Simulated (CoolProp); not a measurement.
Model: reference Helmholtz-energy equation of state, Lemmon 2006, in CoolProp. It is a short technical equation, of lower accuracy than the large ones.

For toluene, give the phase and the Z, cv (kJ/(kg K)), isothermal compressibility (1/MPa), Prandtl number at 334.6 K and 173 bar; 382.5 K and 173 bar; 502.4 K and 173 bar.


- 334.6 K and 173 bar: liquid; Z 0.679, cv 1.38, isothermal compressibility 0.000992, Prandtl number 6.13
- 382.5 K and 173 bar: liquid; Z 0.625, cv 1.53, isothermal compressibility 0.00136, Prandtl number 4.96
- 502.4 K and 173 bar: liquid; Z 0.554, cv 1.89, isothermal compressibility 0.00344, Prandtl number 3.67

Viscosity comes from a separate model (Avgeri 2015). Thermal conductivity comes from a separate model (Assael 2012).
